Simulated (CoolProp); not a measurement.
A simple Rankine cycle with ethylbenzene: condensing at 325.15 K, boiler at 2.73 MPa, turbine inlet 596.2 K, turbine efficiency 0.85, pump efficiency 0.6, no recuperator. Each further row changes one setting.

Computed with CoolProp (reference Helmholtz-energy equation of state, Zhou 2012).

```tsv
case	thermal efficiency (%)	net work (kJ/kg)	heat in (kJ/kg)	turbine exit temperature (K)	volume ratio over the turbine
as stated	24.1	190	786	460.7	747
turbine inlet 616.2 K	?	?	848	486.9	647
condensing temperature 317.15 K	?	201	801	454.5	1080
boiler pressure 1.91 MPa	23.3	192	?	?	402
turbine efficiency 0.75	?	167	786	?	768
```

Task: What belongs in the gaps?

Result: 
- turbine inlet 616.2 K, thermal efficiency (%): 23.9
- turbine inlet 616.2 K, net work (kJ/kg): 203
- condensing temperature 317.15 K, thermal efficiency (%): 25.1
- boiler pressure 1.91 MPa, heat in (kJ/kg): 825
- boiler pressure 1.91 MPa, turbine exit temperature (K): 480.4
- turbine efficiency 0.75, thermal efficiency (%): 21.2
- turbine efficiency 0.75, turbine exit temperature (K): 473.1
